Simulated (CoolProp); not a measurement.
1000 sccm (0 °C, 1 atm) of nitrogen bubbles through liquid dimethyl carbonate at 287.7 K and leaves saturated at a total pressure of 0.11 MPa (ideal gas phase). Each further row changes one setting.

Model: reference Helmholtz-energy equation of state, Zhou 2011, in CoolProp.

```json
[
 {"case": "as stated", "vapour pressure (kPa)": "4.15", "mole fraction of vapour": "0.0377", "delivery (mg/min)": "…", "delivery (sccm)": "39.2", "change of delivery for a bath 1 K warmer (%)": "…"},
 {"case": "bath temperature 292.7 K", "vapour pressure (kPa)": "5.46", "mole fraction of vapour": "0.0496", "delivery (mg/min)": "210", "delivery (sccm)": "52.2", "change of delivery for a bath 1 K warmer (%)": "5.8"},
 {"case": "total pressure 0.22 MPa", "vapour pressure (kPa)": "4.15", "mole fraction of vapour": "0.0189", "delivery (mg/min)": "…", "delivery (sccm)": "19.2", "change of delivery for a bath 1 K warmer (%)": "5.8"}
]
```

Q: What belongs in the gaps?

A: 
- as stated, delivery (mg/min): 158
- as stated, change of delivery for a bath 1 K warmer (%): 6.0
- total pressure 0.22 MPa, delivery (mg/min): 77.3
